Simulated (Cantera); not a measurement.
What does this Cantera script print?

```python
import numpy as np
import cantera as ct

gas = ct.Solution("gri30.yaml")


def delay(T, t_max=10):
    gas.TPX = T, 2300000, {'C3H8': 0.66, 'O2': 2.63, 'N2': 9.89, 'H2O': 3.4}
    reactor = ct.IdealGasReactor(gas, clone=False)
    net = ct.ReactorNet([reactor])
    net.rtol, net.atol = 1e-8, 1e-16
    while net.time < t_max:
        t_old, T_old = net.time, reactor.T
        net.step()
        if reactor.T > T + 400:  # ignition: a rise of 400 K
            return t_old + (T + 400 - T_old) / (reactor.T - T_old) * (net.time - t_old)
    return np.nan


taus = []
for T in [1275, 1325, 1375, 1425, 1475, 1525, 1575]:
    taus.append(delay(T))
    print(f"T0 = {T:6g} K   tau = {taus[-1]:.4e} s")
```

Output:

```
T0 =   1275 K   tau = 2.4743e-04 s
T0 =   1325 K   tau = 1.1697e-04 s
T0 =   1375 K   tau = 5.8118e-05 s
T0 =   1425 K   tau = 3.0461e-05 s
T0 =   1475 K   tau = 1.6868e-05 s
T0 =   1525 K   tau = 9.8625e-06 s
T0 =   1575 K   tau = 6.0752e-06 s
```

Cantera simulation using GRI-Mech 3.0 (53 species, 325 reactions); the numbers are that mechanism's predictions, not measurements. GRI-Mech 3.0 was tuned for natural gas; its chemistry of propane as a main component is partial and can be far from experiment. The pressure lies above the range GRI-Mech 3.0 was tuned for (to about 10 atm).
